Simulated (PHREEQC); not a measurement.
Solution (25 °C): 0.026 mol Cu(BF4)2, 0.034 mol HCl and 0.059 mol H3BO3 per kg of water. Closed to the air; pH follows from the charge balance.

The numbers come from PHREEQC with the ion-association model, wateq4f.dat.

The ionic strength comes out as 0.111 mol/kgw. What activity coefficients do Cu+2, Cl-, F-, BF2(OH)2-, CuF+ get?

Cu+2 0.39, Cl- 0.76, F- 0.75, BF2(OH)2- 0.74, CuF+ 0.78.

Precipitation was switched off in this run. Real BF4- forms and hydrolyses slowly; the run takes it at equilibrium.
